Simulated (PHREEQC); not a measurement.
Synthetic water in mg/L, 49 °C, pH 5.97, pe 12.8:

```csv
constituent,mg/L
Na,0.366
K,0.356
Ca,0.175
Mg,0.137
Cl,0.503
S(6) as SO4,0.116
Alkalinity as HCO3,1.41
F,0.00114
```

Valence states are taken as typed.

Model: ion-association model, wateq4f.dat, run in PHREEQC.

The ionic strength is 5.47e-5 mol/kgw and the charge-balance error is 6.0 %.

```tsv
species	molality	activity	log γ
O2	0.000229	0.000229	0.000
CO2	4.95e-5	4.95e-5	0.000
HCO3-	2.41e-5	2.39e-5	-0.004
Na+	1.59e-5	1.58e-5	-0.004
Cl-	1.42e-5	1.41e-5	-0.004
K+	9.10e-6	9.02e-6	-0.004
Mg+2	5.63e-6	5.43e-6	-0.016
Ca+2	4.36e-6	4.21e-6	-0.016
SO4-2	1.20e-6	1.16e-6	-0.016
H+	1.08e-6	1.07e-6	-0.004
F-	5.98e-8	5.93e-8	-0.004
OH-	4.71e-8	4.67e-8	-0.004
MgSO4	2.62e-9	2.62e-9	0.000
MgHCO3+	1.80e-9	1.78e-9	-0.004
```

Precipitation was switched off in this run. At this temperature some constants are extrapolated from 25 °C, and those without enthalpy data are left unchanged.
